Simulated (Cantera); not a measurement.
Equilibrium for calcination and drying: MgSO4 + C + CO2

A closed system holds: 1 mol MgSO4, 0.2 mol C, 1.1 mol CO2, at 0.0200 bar.

Cantera equilibrium calculation (NASA polynomials, part measured and part estimated; ideal gas, pure solids and liquids). Candidate condensed phases: C, Mg, MgCO3, MgO, MgS, MgSO4, S; 26 gas species. Mutual solubility and eutectic melting of coexisting phases are not modelled. Rates play no part.

| T (K) | x CO2 | x SO2 | x O2 | x SO3 | x CO | n MgO(s) | n MgSO4(s) |
|---|---|---|---|---|---|---|---|
| 898 | 0.765 | 0.235 | 6.11e-10 | 5.65e-6 | 2.80e-7 | 0.400 | 0.600 |
| 1048 | 0.761 | 0.236 | 0.00110 | 0.00117 | 4.68e-8 | 0.406 | 0.594 |
| 1198 | 0.501 | 0.381 | 0.113 | 0.00474 | 1.75e-7 | 1.00 | 0 |
| 1348 | 0.500 | 0.383 | 0.115 | 0.00163 | 4.04e-6 | 1.00 | 0 |
| 1498 | 0.500 | 0.384 | 0.115 | 0.000696 | 4.95e-5 | 1.00 | 0 |
| 1648 | 0.500 | 0.384 | 0.115 | 0.000348 | 0.000383 | 1.00 | 0 |
| 1798 | 0.497 | 0.384 | 0.116 | 0.000196 | 0.00208 | 1.00 | 0 |
x: gas mole fraction; n: condensed amount in mol.

From 898 K to 1048 K the condensed part is MgO(s) + MgSO4(s). From 1198 K to 1798 K the condensed part is MgO(s).
